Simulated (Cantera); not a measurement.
A freely propagating, adiabatic, planar premixed flame of CH4 : C2H6 : C3H8 : O2 : N2 = 1 : 0.13 : 0.19 : 2.43 : 9.14 (molar parts), equivalence ratio 1.4, unburnt at 525 K and 13300 Pa; mixture-averaged transport, grid criteria slope 0.08 and curve 0.16, no radiation.

Model: GRI-Mech 3.0 (53 species, 325 reactions), integrated in Cantera. GRI-Mech 3.0 was tuned for natural gas; its chemistry of propane as a main component is partial and can be far from experiment. Burning velocities carry a grid error of a few per cent, more on coarse grids.

x: mole fraction of selected species; z is measured from the peak of heat release.

```csv
z (mm),T (K),u (m/s),x CH4,x C2H6,x C3H8,x CO,x CH2,x NO
-7.03,525,1.03,0.0774,0.0101,0.0147,3.52e-6,<1e-8,<1e-8
-4.69,527,1.04,0.0768,0.0100,0.0146,5.89e-5,<1e-8,<1e-8
-3.51,538,1.06,0.0759,0.00994,0.0145,[?],<1e-8,[?]
-2.34,617,1.24,0.0715,0.00972,0.0141,0.00320,<1e-8,3.93e-7
-1.17,1043,2.17,0.0511,0.00802,0.00882,0.0251,6.19e-7,3.41e-6
-0.586,[?],3.05,[?],[?],[?],[?],[?],[?]
0,1768,3.84,0.0101,0.000285,4.73e-5,0.0802,9.39e-5,1.52e-5
0.586,1947,4.25,0.00177,3.99e-6,5.25e-8,0.0920,8.34e-5,2.75e-5
1.17,2007,4.38,0.000221,5.00e-8,<1e-8,0.0913,2.46e-5,4.11e-5
2.34,2030,4.42,3.55e-6,<1e-8,<1e-8,0.0851,9.06e-7,5.96e-5
4.69,2038,4.42,<1e-8,<1e-8,<1e-8,0.0809,<1e-8,7.29e-5
9.37,2045,4.43,<1e-8,<1e-8,<1e-8,0.0802,<1e-8,7.83e-5
18.7,2056,4.45,<1e-8,<1e-8,<1e-8,0.0803,<1e-8,8.07e-5
```

Problem. Some entries are withheld; supply them.

Solution. 
- -3.51, x CO: 0.000363
- -3.51, x NO: 3.94e-8
- -0.586, T (K): 1427
- -0.586, x CH4: 0.0303
- -0.586, x C2H6: 0.00356
- -0.586, x C3H8: 0.00221
- -0.586, x CO: 0.0521
- -0.586, x CH2: 1.86e-5
- -0.586, x NO: 7.58e-6
